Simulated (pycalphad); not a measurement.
All values are pycalphad results on the COST 507 light-alloy database (1999) (1 atm), not direct measurements. The data set is of 1999 and partly superseded. Phase fractions are per mole of atoms. Diffusion is slow at the low end, where real alloys seldom reach equilibrium.

**Question.** Give the equilibrium state of Hf-5.9C (at.%) at 900 K.

**Answer.** hcp, fraction 0.906, with 2.6 C at.%; fcc, fraction 0.094, with 37.4 C at.%.

**Question.** Give the equilibrium state of Hf-5.9C (at.%) at 2550 K.

**Answer.** 
```
T = 2550.00 K, P = 101325 Pa, N = 1 mol of atoms
G = -214814 J/mol, H = 66561 J/mol, S = 110.34 J/(mol K)  (SER reference)
chemical potentials (J/mol): Hf -208809, C -310601
phase             fraction      x(Hf)       x(C)
HCP_A3              0.8687     0.9376     0.0624
LIQUID              0.1313     0.9637     0.0363
```

HCP_A3 is hcp. The fcc model also describes the rock-salt carbide or nitride (TiC, TiN, HfC).
